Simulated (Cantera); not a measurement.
A freely propagating, adiabatic, planar premixed flame of 13.2 % CH₄, 24.1 % O₂, 62.6 % N₂, equivalence ratio 1.1, unburnt at 575 K and 6.00 bar; unity-Lewis-number transport, grid criteria slope 0.08 and curve 0.16, no radiation.

Computed with Cantera and GRI-Mech 3.0 (53 species, 325 reactions). Unity Lewis numbers drop preferential diffusion, which matters most where H2 and H carry the flame. Burning velocities carry a grid error of a few per cent, more on coarse grids.

Problem. Predict: laminar burning velocity; thermal thickness; peak x(HO₂); peak x(C₂H); peak x(HCN).

Solution. 
```
Property                     Result
------------------------  ---------
laminar burning velocity  88.9 cm/s
thermal thickness         0.0641 mm
peak x(HO₂)                0.000184
peak x(C₂H)                 2.54e-6
peak x(HCN)                 1.85e-5
```
